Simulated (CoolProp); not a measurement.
Nitrogen along the isotherm 71 K: density (kg/m³) from the reference equation and from simpler models built on Tc = 126.2 K, pc = 3.396 MPa, ω = 0.037; each cubic takes its own stable root.

Values from CoolProp's reference Helmholtz-energy equation of state, Span 2000.

| p (MPa) | phase | reference |
|---|---|---|
| 0.531 | liquid | 835.2 |
| 1.06 | liquid | 836.4 |
| 1.59 | liquid | 837.5 |
| 2.12 | liquid | 838.6 |
| 2.65 | liquid | 839.6 |
| 3.18 | liquid | 840.7 |
| 3.71 | liquid | 841.8 |
| 4.24 | liquid | 842.8 |
| 4.78 | liquid | 843.9 |
| 5.31 | liquid | 844.9 |
| 5.84 | liquid | 845.9 |
| 6.37 | liquid | 846.9 |
| 6.9 | liquid | 847.9 |
| 7.43 | liquid | 848.9 |
| 7.96 | liquid | 849.9 |
| 8.49 | liquid | 850.8 |

**Question.** How far does each simpler model (Redlich-Kwong, Soave-Redlich-Kwong, Peng-Robinson) lie from the reference over these 16 states: mean and median of the absolute difference, and the worst?

**Answer.** 
- Redlich-Kwong: mean 1.6 %, median 1.6 %, worst +1.6 % at 71 K and 8.49 MPa
- Soave-Redlich-Kwong: mean 0.7 %, median 0.7 %, worst +0.9 % at 71 K and 8.49 MPa
- Peng-Robinson: mean 13.4 %, median 13.4 %, worst +13.4 % at 71 K and 5.84 MPa
